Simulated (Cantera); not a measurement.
A closed system holds: 1 mol SO2, 2.6 mol O2, 33 mol N2, equilibrated at 0.133 bar.

Method: chemical equilibrium by Gibbs-energy minimisation in Cantera with the NASA 1993 tables (ideal gas, pure condensed phases). Candidate condensed phases: S; 17 gas species. Kinetics and transport are ignored.

Q: At 675 °C, list the 4 most abundant gas species with their mole fractions, and the condensed phases.

A: N2 0.905, O2 0.0679, SO2 0.0207, SO3 0.00676. Condensed: gas only.
